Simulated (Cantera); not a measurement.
Feed: 1 mol Si, 2.5 mol Cl2, 5.6 mol H2, held at 6.50 bar.

Equilibrium computed with Cantera from the NASA thermochemical tables; the gas is ideal and each condensed phase is pure. Candidate condensed phases: Si; 19 gas species. The tables' values for SiCl3 are old estimates; treat these amounts as uncertain. Rates play no part.

**Question.** At 1400 K, list the 4 most abundant gas species with their mole fractions, and the condensed phases.

**Answer.** H2 0.677, HCl 0.183, SiCl4 0.101, SiHCl3 0.0265. Condensed: gas only.
